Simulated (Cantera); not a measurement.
What does this Cantera script print?

```python
import numpy as np
import cantera as ct

gas_names = [...]  # 113 gases of nasa_gas.yaml made of C, Cu, H, O
cond_names = """
    C(gr) C6H6(L) C7H8(L) C8H18(L),n-octa Cu(cr) Cu(L) CuO(s) CuO2H2(s) Cu2O(s) Cu2O(L) H2O(s) H2O(L)
""".split()


# ... load() reads the species with a 1 bar reference pressure and builds the phases ...
atoms = {
    'Cu': {'Cu': 1},
    'H2O': {'H': 2, 'O': 1},
    'CO': {'C': 1, 'O': 1},
}
top_T = {'C(gr)': 4500, 'CuO(s)': 1390}  # K; cautious upper limits of use, not melting points


# ... equilibrate(T, P, feed) seeds the gas with the atoms and calls Mixture.equilibrate('TP', solver="vcs", rtol=1e-11, max_steps=5000) ...
results = []
feed = {'Cu': 1, 'H2O': 0.17, 'CO': 1.4}  # mol
P = 74000  # Pa
for T in [1225, 1325, 1425, 1525, 1625, 1725, 1825]:
    mix = equilibrate(T, P, feed)
    results.append((T, P, feed, dict(zip(mix.species_names, mix.species_moles))))

top = {s: max(r[3][s] / sum(r[3][g] for g in gas_names) for r in results) for s in gas_names}
cols = sorted((s for s in top if top[s] > 0.001), key=lambda s: -top[s])[:7]
seen = [c for c in cond_names if any(r[3].get(c, 0) > 1e-12 for r in results)]
print("log10 of partial pressures in bar; condensed amounts in mol")
print(f"{'T/K':>10s}" + "".join(f"{s[:9]:>10s}" for s in cols + seen))
for T, P, feed, n in results:
    ng = sum(n[g] for g in gas_names)
    print(f"{T:10.4g}" + "".join(f"{np.log10(max(n[s] / ng * P / 1e5, 1e-99)):10.3f}" for s in cols)
          + "".join(f"{n.get(c, 0):10.4g}" for c in seen))
```

Output:

```
log10 of partial pressures in bar; condensed amounts in mol
       T/K        CO       CO2        H2       H2O    Cu(cr)     Cu(L)
      1225    -0.228    -1.164    -1.164    -1.934         1         0
      1325    -0.227    -1.178    -1.178    -1.860         1         0
      1425    -0.225    -1.192    -1.192    -1.801         0         1
      1525    -0.224    -1.204    -1.204    -1.754         0         1
      1625    -0.223    -1.216    -1.216    -1.716         0    0.9999
      1725    -0.222    -1.226    -1.226    -1.684         0    0.9995
      1825    -0.221    -1.236    -1.236    -1.658         0    0.9985
```

Method: chemical equilibrium by Gibbs-energy minimisation in Cantera with the NASA 1993 tables (ideal gas, pure condensed phases).
